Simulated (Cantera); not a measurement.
Feed: 1 mol V2O3, 1.8 mol H2, 2.1 mol N2, equilibrated at 0.730 bar.

These are equilibrium values from Cantera (NASA tables, ideal gas, pure condensed phases), not measurements of a reactor. Candidate condensed phases: H2O, V, VN, VO, V2O3, V2O4, V2O5; 28 gas species. Mutual solubility and eutectic melting of coexisting phases are not modelled. VN: taken at fixed stoichiometry. Condensed phases not in the tables: the oxides between V2O3 and V2O5 other than VO2, V2N. Kinetics and transport are ignored.

**Question.** At 1298 K, list the 4 most abundant gas species with their mole fractions, and the condensed phases.

**Answer.** N2 0.538, H2 0.459, H2O 0.00336, NH3 2.08e-5. Condensed: VN(s) + V2O3(s).
